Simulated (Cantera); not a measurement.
An isothermal, constant-pressure homogeneous reactor starts with 1.38 % H2, 98.6 % O2, at 1473 K and 0.0263 atm.

Cantera simulation using GRI-Mech 3.0 (53 species, 325 reactions); the numbers are that mechanism's predictions, not measurements. Radical loss at walls, strong at low pressure, is not modelled.

x: mole fraction; the columns are a selection and need not sum to one.

```
t (s)        x H2   x O2       x H    x H2O2       x O      x OH    x H2O
--------  -------  -----  --------  --------  --------  --------  -------
4.00e-5    0.0138  0.986   1.89e-8  2.05e-11   5.90e-8   5.70e-8  1.14e-8
0.000129   0.0138  0.986   5.48e-8  1.92e-10   3.63e-7   3.34e-7  2.03e-7
0.000415   0.0138  0.986         …         …         …         …        …
0.00134   0.00241  0.976  0.000687   4.21e-8   0.00848   0.00367  0.00922
0.00431   7.01e-5  0.973  0.000443   1.94e-8    0.0116   0.00207   0.0125
0.0139    6.44e-5  0.974  0.000388   1.88e-8    0.0106   0.00198   0.0126
0.0447    4.99e-5  0.977  0.000261   1.70e-8   0.00809   0.00175   0.0128
0.144     2.57e-5  0.981   9.39e-5   1.27e-8   0.00406   0.00126   0.0132
0.464     7.01e-6  0.985   1.30e-5   6.40e-9   0.00108  0.000658   0.0135
1.50      1.20e-6  0.986   9.08e-7   2.04e-9  0.000182  0.000273   0.0138
4.82      2.18e-7  0.986   7.05e-8  5.99e-10   3.31e-5  0.000116   0.0138
15.5      1.14e-7  0.986   2.66e-8  4.00e-10   1.73e-5   8.42e-5   0.0139
50.0      1.13e-7  0.986   2.62e-8  3.98e-10   1.71e-5   8.38e-5   0.0139
```

### Question
Fill in the missing entries.

### Answer

- 0.000415, x H: 9.96e-7
- 0.000415, x H2O2: 1.49e-9
- 0.000415, x O: 8.47e-6
- 0.000415, x OH: 7.56e-6
- 0.000415, x H2O: 8.79e-6
